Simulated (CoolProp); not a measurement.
Computed with CoolProp (reference Helmholtz-energy equation of state, Marx 1992).

Task: For R113, give the phase and the density (kg/m³), cv (kJ/(kg K)), Joule-Thomson coefficient (K/MPa), expansivity (1/kK) at -13.85 °C and 8.48 bar; 34.85 °C and 8.48 bar; 180.95 °C and 8.48 bar.

Result: 
- -13.85 °C and 8.48 bar: liquid; density 1660, cv 0.636, Joule-Thomson coefficient -0.439, expansivity 1.38
- 34.85 °C and 8.48 bar: liquid; density 1540, cv 0.678, Joule-Thomson coefficient -0.364, expansivity 1.56
- 180.95 °C and 8.48 bar: gas; density 47.6, cv 0.748, Joule-Thomson coefficient 12.7, expansivity 3.30
